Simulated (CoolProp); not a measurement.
C3F8 (R218) at 381.39 K and 5.9 MPa flows at 4.2 m/s in a round tube of 4.6 mm bore and 45 µm roughness, fully developed (64/Re and Nu = 3.66 if laminar; Colebrook and Gnielinski if turbulent). Each further row changes one setting.

Values from CoolProp's reference Helmholtz-energy equation of state, Lemmon 2006. It is a short technical equation, of lower accuracy than the large ones.

```csv
case,Reynolds number,Darcy friction factor,pressure drop (Pa/m),heat-transfer coefficient (W/(m² K)),mass flow (kg/h)
as stated,286000,0.0378,58200,14500,202
velocity 8.4 m/s,571000,0.0377,232000,28900,403
diameter 9.2 mm,571000,0.0303,23300,12100,807
```

Viscosity comes from a separate model (Huber 2003), an estimate that may be off by 10 % or more. Thermal conductivity comes from a separate model (Huber 2003), an estimate that may be off by 10 % or more.
